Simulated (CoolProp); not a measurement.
Vapour-liquid equilibrium of chloromethane (R40) (1) + isobutene (2) at 65.55 °C; x and y are mole fractions of (1).

Values from CoolProp's multi-fluid Helmholtz-energy mixture model, Thol 2014 and Lemmon 2005; pair parameters Bell 2016.

```
x     bubble pressure (MPa)  y at the bubble point  dew pressure at overall composition x (MPa)  liquid density (mol/L)
----  ---------------------  ---------------------  -------------------------------------------  ----------------------
0.05                 0.9378                  0.088                                            ?                   9.694
0.2                   1.070                  0.301                                        1.004                   10.35
0.35                  1.187                  0.468                                        1.103                   11.12
0.5                   1.295                  0.609                                        1.211                   12.00
0.65                      ?                  0.735                                        1.327                   13.04
0.8                   1.492                  0.853                                        1.448                       ?
0.95                  1.586                  0.964                                        1.574                       ?
```

Question: Fill in the missing entries.

Answer: 
- 0.05, dew pressure at overall composition x (MPa): 0.9166
- 0.65, bubble pressure (MPa): 1.396
- 0.8, liquid density (mol/L): 14.27
- 0.95, liquid density (mol/L): 15.72

No azeotrope shows between x = 0.05 and 0.95.

The pair parameters rest on a limited set of measurements; away from them the model extrapolates.
